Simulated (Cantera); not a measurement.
Cantera run:

```python
import numpy as np
import cantera as ct

gas_names = [...]  # 151 gases of nasa_gas.yaml made of C, H, N, O, Si
cond_names = """
    C(gr) C6H6(L) C7H8(L) C8H18(L),n-octa H2O(s) H2O(L) Si(cr) Si(L) SiC(b) SiO2(Lqz) SiO2(hqz) SiO2(L)
    Si2N2O(s) Si3N4(a)
""".split()


# ... load() reads the species with a 1 bar reference pressure and builds the phases ...
atoms = {
    'SiH4': {'Si': 1, 'H': 4},
    'NO': {'N': 1, 'O': 1},
    'H2': {'H': 2},
    'CO2': {'C': 1, 'O': 2},
}
top_T = {'C(gr)': 4500, 'SiC(b)': 3050, 'Si2N2O(s)': 2100, 'Si3N4(a)': 2400}  # K; cautious upper limits of use, not melting points


# ... equilibrate(T, P, feed) seeds the gas with the atoms and calls Mixture.equilibrate('TP', solver="vcs", rtol=1e-11, max_steps=5000) ...
results = []
feed = {'SiH4': 1, 'NO': 0.69, 'H2': 2.6, 'CO2': 0.16}  # mol
P = 49  # Pa
for T in [698, 798, 898, 998, 1098, 1198, 1298, 1398, 1498, 1598, 1698, 1798, 1898]:
    mix = equilibrate(T, P, feed)
    results.append((T, P, feed, dict(zip(mix.species_names, mix.species_moles))))
    x = sorted(zip(gas.X, gas.species_names), reverse=True)
    print(f"T = {T:g} K  P = {P:g} Pa  gas = {mix.phase_moles(0):.4g} mol")
    print("   x: " + "  ".join(f"{s} {v:.3e}" for v, s in x if v > 1e-05))
    print("   condensed (mol): " + ("  ".join(f"{mix.phase(i).name} {mix.phase_moles(i):.4g}"
          for i in range(1, mix.n_phases) if mix.phase_moles(i) > 1e-12) or "none"))
```

Result:

```
T = 698 K  P = 49 Pa  gas = 4.595 mol
   x: H2 9.925e-01  CH4 4.281e-03  N2 3.264e-03
   condensed (mol): C(gr) 0.1403  SiO2(Lqz) 0.34  Si2N2O(s) 0.33
T = 798 K  P = 49 Pa  gas = 4.612 mol
   x: H2 9.960e-01  N2 3.239e-03  CH4 6.752e-04  CO 3.913e-05
   condensed (mol): C(gr) 0.1567  SiO2(Lqz) 0.3399  Si2N2O(s) 0.3301
T = 898 K  P = 49 Pa  gas = 4.617 mol
   x: H2 9.961e-01  N2 2.992e-03  CO 7.697e-04  CH4 1.557e-04
   condensed (mol): C(gr) 0.1557  SiO2(hqz) 0.3376  Si2N2O(s) 0.3312
T = 998 K  P = 49 Pa  gas = 4.634 mol
   x: H2 9.926e-01  CO 6.168e-03  N2 1.181e-03  CH4 4.710e-05
   condensed (mol): C(gr) 0.1312  SiO2(hqz) 0.3209  Si2N2O(s) 0.3395
T = 1098 K  P = 49 Pa  gas = 4.645 mol
   x: H2 9.903e-01  CO 9.649e-03  CH4 1.756e-05  N2 1.305e-05
   condensed (mol): C(gr) 0.1151  SiO2(hqz) 0.3101  Si2N2O(s) 0.3449
T = 1198 K  P = 49 Pa  gas = 4.722 mol
   x: H2 9.741e-01  CO 2.575e-02  SiO 6.749e-05  N2 3.252e-05
   condensed (mol): SiC(b) 0.03838  SiO2(hqz) 0.2716  Si2N2O(s) 0.3448
T = 1298 K  P = 49 Pa  gas = 4.739 mol
   x: H2 9.706e-01  CO 2.653e-02  SiO 2.763e-03  N2 5.948e-05  H 4.769e-05
   condensed (mol): SiC(b) 0.03425  SiO2(hqz) 0.2632  Si2N2O(s) 0.3447
T = 1398 K  P = 49 Pa  gas = 4.902 mol
   x: H2 9.383e-01  CO 3.264e-02  SiO 2.753e-02  N2 1.357e-03  H 2.071e-04
   condensed (mol): SiO2(hqz) 0.1883  Si2N2O(s) 0.3383
T = 1498 K  P = 49 Pa  gas = 5.657 mol
   x: H2 8.128e-01  SiO 1.237e-01  N2 3.446e-02  CO 2.828e-02  H 6.999e-04
   condensed (mol): Si2N2O(s) 0.15
T = 1598 K  P = 49 Pa  gas = 5.962 mol
   x: H2 7.705e-01  SiO 1.551e-01  N2 5.786e-02  CO 1.432e-02  H 2.111e-03  Si 1.222e-04
   condensed (mol): SiC(b) 0.07458
T = 1698 K  P = 49 Pa  gas = 5.978 mol
   x: H2 7.666e-01  SiO 1.542e-01  N2 5.770e-02  CO 1.474e-02  H 5.719e-03  Si 9.979e-04  SiH 3.012e-05  HCN 1.502e-05
   condensed (mol): SiC(b) 0.07174
T = 1798 K  P = 49 Pa  gas = 6.034 mol
   x: H2 7.554e-01  SiO 1.502e-01  N2 5.714e-02  CO 1.724e-02  H 1.382e-02  Si 5.966e-03  SiH 1.317e-04  Si2C 6.270e-05  Si2 3.396e-05  HCN 3.181e-05  Si2N 2.148e-05  SiH2 2.113e-05  SiN 1.406e-05
   condensed (mol): SiC(b) 0.05543
T = 1898 K  P = 49 Pa  gas = 6.191 mol
   x: H2 7.277e-01  SiO 1.377e-01  N2 5.565e-02  H 3.012e-02  CO 2.547e-02  Si 2.230e-02  SiH 3.673e-04  Si2C 3.030e-04  Si2 1.585e-04  HCN 6.298e-05  Si2N 5.052e-05  SiN 3.918e-05  SiH2 3.727e-05  Si3 3.182e-05
   condensed (mol): none
```

Equilibrium computed with Cantera from the NASA thermochemical tables; the gas is ideal and each condensed phase is pure. Mutual solubility and eutectic melting of coexisting phases are not modelled. The tables' values for SiN are old estimates; treat these amounts as uncertain. The tables hold silica as quartz up to 1696 K and as liquid above; real silica turns to tridymite and cristobalite and melts near 1996 K. Gases not in the tables: Si2H6 and higher silanes.
